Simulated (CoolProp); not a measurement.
Vapour-liquid equilibrium of sulfur dioxide (1) + toluene (2) at 2.26 bar; x and y are mole fractions of (1).

Computed with CoolProp (multi-fluid Helmholtz-energy mixture model, Gao 2016 and Lemmon 2006; pair parameters Bell 2016).

| x | bubble temperature (K) | y at the bubble point | dew temperature at overall composition x (K) | liquid density (mol/L) |
|---|---|---|---|---|
| 0.05 | 387.6 | 0.508 | 412.5 | 8.670 |
| 0.15 | 350.6 | 0.858 | 407.9 | 9.697 |
| 0.25 | 329.0 | 0.945 | 403.0 | 10.66 |
| 0.35 | 315.2 | 0.974 | 397.6 | 11.65 |
| 0.45 | 305.9 | 0.986 | 391.5 | 12.72 |
| 0.55 | 299.2 | 0.992 | 384.6 | 13.90 |
| 0.65 | 294.2 | 0.995 | 376.4 | 15.23 |
| 0.75 | 290.3 | 0.997 | 366.2 | 16.77 |
| 0.85 | 287.0 | 0.998 | 352.1 | 18.58 |
| 0.95 | 284.1 | 1.000 | 327.0 | 20.75 |

No azeotrope shows between x = 0.05 and 0.95.

Pair parameters are fitted to limited data, so mixtures are less certain than the pure fluids. The gap from Raoult's law changes sign with composition, which may be real or a fault of the pair parameters; it wasn't checked against measurements.
